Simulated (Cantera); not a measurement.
What does this Cantera script print?

```python
import numpy as np
import cantera as ct

gas_names = """
    N2O N
""".split()
cond_names = """
    Ti2O3(a) Ti2O3(b) Ti2O3(L) Ti3O5(a) Ti3O5(b) Ti3O5(L)
""".split()


# ... load() reads the species with a 1 bar reference pressure and builds the phases ...
species = {s.name: s for s in load("nasa_gas.yaml", gas_names) + load("nasa_condensed.yaml", cond_names)}
# Each term lists the table entries of one substance; the one whose range holds T is used.
reactions = {
    '3 Ti2O3 + N2O(g) = 2 N(g) + 2 Ti3O5':
        [(-3, ['Ti2O3(a)', 'Ti2O3(b)', 'Ti2O3(L)']), (-1, ['N2O']), (2, ['N']), (2, ['Ti3O5(a)', 'Ti3O5(b)', 'Ti3O5(L)'])],
}


def pick(names, T):
    return next(species[n] for n in names if species[n].thermo.min_temp <= T <= species[n].thermo.max_temp)


results = []
for label, terms in reactions.items():
    print(label)
    print("     T/K   dH/kJ  dS/(J/K)   dG/kJ   log10 K")
    for T in [300, 1273, 1323, 1373, 1423, 1473, 1523]:
        used = [(nu, pick(names, T)) for nu, names in terms]
        dH = sum(nu * s.thermo.h(T) for nu, s in used) / 1e6
        dS = sum(nu * s.thermo.s(T) for nu, s in used) / 1e3
        dG = dH - T * dS / 1e3
        logK = -dG * 1e6 / (ct.gas_constant * T * np.log(10))
        results.append((label, T, dH, dS, dG, logK, [s.name for _, s in used]))
        print(f"{T:8g} {dH:8.1f} {dS:8.1f} {dG:8.1f} {logK:8.2f}")
```

It prints:

```
3 Ti2O3 + N2O(g) = 2 N(g) + 2 Ti3O5
     T/K   dH/kJ  dS/(J/K)   dG/kJ   log10 K
     300    507.9    112.8    474.0   -82.53
    1273    505.2    134.8    333.6   -13.69
    1323    504.5    134.2    326.9   -12.91
    1373    503.9    133.8    320.2   -12.18
    1423    503.4    133.5    313.5   -11.51
    1473    503.2    133.3    306.9   -10.88
    1523    503.1    133.3    300.2   -10.30
```

Standard-state values (1 bar) from the NASA 1993 polynomials, evaluated with Cantera. Condensed species are held in their standard states even where they would react or evaporate.
